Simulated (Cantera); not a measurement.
Feed: 1 mol CuF₂, 0.23 mol H₂O, 3.9 mol N₂, held at 13300 Pa.

These are equilibrium values from Cantera (NASA tables, ideal gas, pure condensed phases), not measurements of a reactor. Candidate condensed phases: Cu, CuF₂, CuO, Cu(OH)₂, Cu₂O, H₂O; 45 gas species. Mutual solubility and eutectic melting of coexisting phases are not modelled. Rates play no part.

Question: What share of the Cu ends up in condensed phases as a function of T (K), at 1000, 1100, 1200, 1300, 1400, 1500, 1600, 1700, 1800?

Answer: 
| T (K) | Cu condensed (%) | as |
|---|---|---|
| 1000 | 100.0 | CuF₂(s) + CuO(s) + Cu₂O(s) |
| 1100 | 99.3 | CuF₂(s) + Cu₂O(s) |
| 1200 | 94.9 | CuF₂(l) + Cu₂O(s) |
| 1300 | 73.8 | CuF₂(l) + Cu₂O(s) |
| 1400 | 0.0 | - |
| 1500 | 0.0 | - |
| 1600 | 0.0 | - |
| 1700 | 0.0 | - |
| 1800 | 0.0 | - |
